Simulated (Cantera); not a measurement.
# Carbon deposition, reforming and gasification: C2H2 + NH3 + H2

A closed system holds: 1 mol C2H2, 0.072 mol NH3, 6.1 mol H2, at 1827 °C.

These are equilibrium values from Cantera (NASA tables, ideal gas, pure condensed phases), not measurements of a reactor. Candidate condensed phases: C, C6H6, C7H8, C8H18; 92 gas species. The ideal-gas law is rough above about 30 bar. Rates play no part.

```tsv
P (Pa)	log p H2	log p H	log p CH4	log p N2	log p C2H2 (acetylene)	log p HCN	n C(graphite)
10	-4.14	-4.58	-11.76	-6.43	-6.98	-6.95	1.97
160	-2.83	-3.92	-9.15	-5.19	-5.67	-5.68	1.97
2500	-1.61	-3.31	-6.71	-3.98	-4.45	-4.47	1.97
40000	-0.40	-2.71	-4.29	-2.77	-3.24	-3.26	1.97
630000	0.79	-2.11	-1.89	-1.57	-2.05	-2.06	1.95
10000000	1.98	-1.52	0.48	-0.36	-0.86	-0.86	1.75
```
log p: log10 of the partial pressure in bar; n: condensed amount in mol.

From 10.0 Pa to 100 bar the condensed part is C(graphite). The main C-bearing gas is C2H2 (acetylene) at 10.0 Pa and CH4 at 100 bar. The share of C in condensed phases is highest at 10.0 Pa (98.6 %) and lowest at 100 bar (87.3 %).
